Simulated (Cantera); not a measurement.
Source: NASA polynomial tables (part measured, part estimated), evaluated in Cantera. Values are per mole of reaction as written; species without (g) are pure solids or liquids, kept so even where they would boil at 1 bar.

2 Ta2O5 → O2(g) + 4 TaO2(g), with ΔH° = 3288.5 kJ and ΔS° = 1039.5 J/K at 300 K.

Problem. How far is the shortcut ΔG° ≈ ΔH°(300 K) − T·ΔS°(300 K) from the full temperature-dependent value at 1898, 1998, 2098, 2198, 2298, 2398, 2498, 2598, 2698, 2798 K?

Solution. 
```csv
T (K),shortcut (kJ),full (kJ),difference (kJ),difference in log10 K,condensed phases
1898,1315.6,1483.9,-168.3,4.63,Ta2O5(s)
1998,1211.7,1398.0,-186.3,4.87,Ta2O5(s)
2098,1107.7,1317.5,-209.8,5.22,Ta2O5(l)
2198,1003.8,1244.9,-241.1,5.73,Ta2O5(l)
2298,899.8,1173.3,-273.5,6.22,Ta2O5(l)
2398,795.9,1102.7,-306.8,6.68,Ta2O5(l)
2498,691.9,1032.9,-340.9,7.13,Ta2O5(l)
2598,588.0,964.0,-376.0,7.56,Ta2O5(l)
2698,484.0,895.9,-411.8,7.97,Ta2O5(l)
2798,380.1,828.5,-448.4,8.37,Ta2O5(l)
```
The shortcut ignores heat capacities and the phase changes listed.
